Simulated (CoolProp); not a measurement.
A simple Rankine cycle with R124: condensing at 333.15 K, boiler at 2.31 MPa, turbine inlet 411.6 K, turbine efficiency 0.65, pump efficiency 0.6, no recuperator. Each further row changes one setting.

Values from CoolProp's reference Helmholtz-energy equation of state, de Vries 1995.

```
case                             thermal efficiency (%)  net work (kJ/kg)  heat in (kJ/kg)  turbine exit temperature (K)  volume ratio over the turbine
-------------------------------  ----------------------  ----------------  ---------------  ----------------------------  -----------------------------
as stated                                           [?]              9.16              181                         385.9                           2.48
turbine inlet 431.6 K                               5.0              10.2              202                         407.5                            [?]
condensing temperature 325.15 K                     6.1               [?]              191                         381.0                           3.05
boiler pressure 1.62 MPa                            3.1              5.93              189                         398.2                            [?]
turbine efficiency 0.55                             4.1              7.48              181                           [?]                           2.50
```

**Question.** Complete the blanks.

**Answer.** 
- as stated, thermal efficiency (%): 5.1
- turbine inlet 431.6 K, volume ratio over the turbine: 2.42
- condensing temperature 325.15 K, net work (kJ/kg): 11.6
- boiler pressure 1.62 MPa, volume ratio over the turbine: 1.66
- turbine efficiency 0.55, turbine exit temperature (K): 387.8
